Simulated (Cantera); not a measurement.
# Calcination and drying: MgCO₃ + H₂ + H₂O

Feed: 1 mol MgCO₃, 2.2 mol H₂, 0.031 mol H₂O, held at 477 °C and 0.00770 bar.

Cantera equilibrium calculation (NASA polynomials, part measured and part estimated; ideal gas, pure solids and liquids). Candidate condensed phases: C, C₆H₆, C₇H₈, C₈H₁₈, H₂O, Mg, MgCO₃, MgO, Mg(OH)₂; 116 gas species. The numbers say what is thermodynamically allowed, not how fast it happens.

```
Item                                       Result
--------------------------------------  ---------
x(H₂)                                       0.552
x(CO₂)                                      0.186
x(H₂O)                                      0.137
x(CO)                                       0.122
x(CH₄)                                    0.00258
n(MgO(s))                                1.00 mol
gas amount                              3.214 mol
log10 activity of C(graphite) (absent)      -0.46
log10 activity of MgCO₃(s) (absent)         -3.72
log10 activity of Mg(s) (absent)           -21.28
```
